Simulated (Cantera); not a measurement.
Mixture: C3H8 : O2 : N2 = 1 : 7.14 : 26.9 (molar parts), at 5.40 bar, adiabatic and at constant volume. Ignition delay is the time to a rise of 400 K.

Cantera simulation using GRI-Mech 3.0 (53 species, 325 reactions); the numbers are that mechanism's predictions, not measurements. GRI-Mech 3.0 was tuned for natural gas; its chemistry of propane as a main component is partial and can be far from experiment.

Problem. Predict: delay at 1198 K; delay at 1273 K; delay at 1348 K; delay at 1423 K; delay at 1498 K; apparent activation energy between 1348 and 1498 K.

Solution. 
```json
{
  "delay at 1198 K": "2.40 ms",
  "delay at 1273 K": "0.610 ms",
  "delay at 1348 K": "0.180 ms",
  "delay at 1423 K": "62.8 µs",
  "delay at 1498 K": "26.1 µs",
  "apparent activation energy between 1348 and 1498 K": "220 kJ/mol"
}
```
